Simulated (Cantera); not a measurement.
An isothermal, constant-pressure homogeneous reactor starts with 0.555 % CH4, 99.1 % H2, 0.376 % CO2, at 2600 K and 33.0 Torr.

Detailed kinetics in Cantera: GRI-Mech 3.0 (53 species, 325 reactions). Radical loss at walls, strong at low pressure, is not modelled.

x: mole fraction; the columns are a selection and need not sum to one.

| t (s) | x CH4 | x H2 | x CO2 | x C2H4 | x H2O2 |
|---|---|---|---|---|---|
| 1.00e-5 | 0.00546 | 0.990 | 0.00376 | 5.53e-9 | <1e-12 |
| 3.51e-5 | 0.00536 | 0.989 | 0.00374 | 8.26e-8 | <1e-12 |
| 0.000123 | 0.00505 | 0.986 | 0.00352 | 9.99e-7 | <1e-12 |
| 0.000433 | 0.00412 | 0.974 | … | 6.05e-6 | <1e-12 |
| 0.00152 | 0.00157 | 0.952 | … | 4.67e-6 | <1e-12 |
| 0.00534 | 0.000191 | 0.934 | … | 3.83e-7 | <1e-12 |
| 0.0187 | 5.23e-5 | 0.907 | … | 1.16e-7 | <1e-12 |
| 0.0658 | 5.51e-6 | 0.857 | … | 2.35e-8 | <1e-12 |
| 0.231 | 9.36e-7 | 0.826 | 2.49e-11 | 1.50e-8 | <1e-12 |
| 0.811 | 9.22e-7 | 0.825 | 2.45e-11 | 1.48e-8 | <1e-12 |
| 2.85 | 9.22e-7 | 0.825 | 2.45e-11 | 1.48e-8 | <1e-12 |
| 10.0 | 9.22e-7 | 0.825 | 2.45e-11 | 1.48e-8 | <1e-12 |

Question: What belongs in the gaps?

Answer: 
- 0.000433, x CO2: 0.00174
- 0.00152, x CO2: 4.27e-6
- 0.00534, x CO2: 2.11e-6
- 0.0187, x CO2: 1.48e-6
- 0.0658, x CO2: 9.26e-8
